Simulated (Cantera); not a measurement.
A closed system holds: 1 mol Cu, 0.57 mol O2, 1.7 mol H2, 0.59 mol NH3, at 2.00 bar.

Equilibrium computed with Cantera from the NASA thermochemical tables; the gas is ideal and each condensed phase is pure. Candidate condensed phases: Cu, CuO, Cu(OH)2, Cu2O, H2O; 27 gas species. Equilibrium is a limit: real reactors are often held back by kinetics, nucleation or transport.

### Question
At 2000 K, list the 5 most abundant gas species with their mole fractions, and the condensed phases.

### Answer
H2 0.500, H2O 0.395, N2 0.102, Cu 0.00215, H 0.000813. Condensed: Cu(l).
